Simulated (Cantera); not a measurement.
An isothermal plug-flow reactor at 850 K and 101000 Pa (inlet), inlet velocity 6.7 m/s, active area per volume 740 1/m; feed 0.837 % CO, 2.15 % O2, 94.5 % N2, 2.51 % H2O.

Computed with Cantera and Deutschmann's 1995 Pt surface mechanism with GRI-Mech 3.0 gas chemistry. Catalytic surfaces can have several steady states; this one follows from the mechanism file's or the stated starting coverage. Mass transfer to the wall is taken as infinitely fast.

x: gas mole fraction; θ: surface coverage.

```
z (m)        x CO    x O2   x H2O    x CO2  θ free Pt    θ O*    θ OH*     θ CO*
-------  --------  ------  ------  -------  ---------  ------  -------  --------
0.00045   0.00633  0.0205  0.0251  0.00205      0.356  0.0109        ?     0.632
0.00079   0.00437  0.0196  0.0252  0.00402      0.421  0.0163        ?     0.562
0.0014   0.000686  0.0178  0.0252  0.00772      0.162   0.832        ?   0.00106
0.0025   0.000314  0.0176  0.0252  0.00809      0.129   0.866  0.00444  0.000296
0.0045   0.000105  0.0175  0.0252  0.00830      0.119   0.876  0.00429   8.34e-5
0.0079    1.95e-5  0.0174  0.0252  0.00839      0.116   0.880  0.00424   1.46e-5
0.014     1.04e-6  0.0174  0.0252  0.00841      0.115   0.880  0.00423   7.63e-7
0.025     5.30e-9  0.0174  0.0252  0.00841      0.115   0.880  0.00423   3.90e-9
0.045      <1e-12  0.0174  0.0252  0.00841      0.115   0.880  0.00423    <1e-12
```

**Question.** Complete the blanks.

**Answer.** 
- 0.00045, θ OH*: 0.000826
- 0.00079, θ OH*: 0.00110
- 0.0014, θ OH*: 0.00488
